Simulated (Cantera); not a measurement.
Charge: 1 mol SiH2Cl2, 4.3 mol N2, held at 0.133 bar.

Equilibrium computed with Cantera from the NASA thermochemical tables; the gas is ideal and each condensed phase is pure. Candidate condensed phases: NH4Cl, Si, Si3N4; 28 gas species. N2 is the only nitrogen source here; it is nearly inert below about 1500 K, so the nitride shown seldom forms there in practice. Gases not in the tables: Si2H6 and higher silanes. Equilibrium is a limit: real reactors are often held back by kinetics, nucleation or transport.

Problem. Which condensed phases are stable at each of these points (T (K)): 923, 1123, 1323, 1523, 1723, 1923, 2123?

Solution. 
```json
[
 {"T (K)": "923", "condensed phases": "Si3N4(s)", "Si condensed (%)": "75.8"},
 {"T (K)": "1123", "condensed phases": "Si3N4(s)", "Si condensed (%)": "78.4"},
 {"T (K)": "1323", "condensed phases": "Si3N4(s)", "Si condensed (%)": "79.5"},
 {"T (K)": "1523", "condensed phases": "Si3N4(s)", "Si condensed (%)": "73.0"},
 {"T (K)": "1723", "condensed phases": "Si3N4(s)", "Si condensed (%)": "48.8"},
 {"T (K)": "1923", "condensed phases": "Si3N4(s)", "Si condensed (%)": "26.9"},
 {"T (K)": "2123", "condensed phases": "Si(l)", "Si condensed (%)": "24.6"}
]
```

From 923 K to 1923 K the condensed part is Si3N4(s). At 2123 K the condensed part is Si(l).
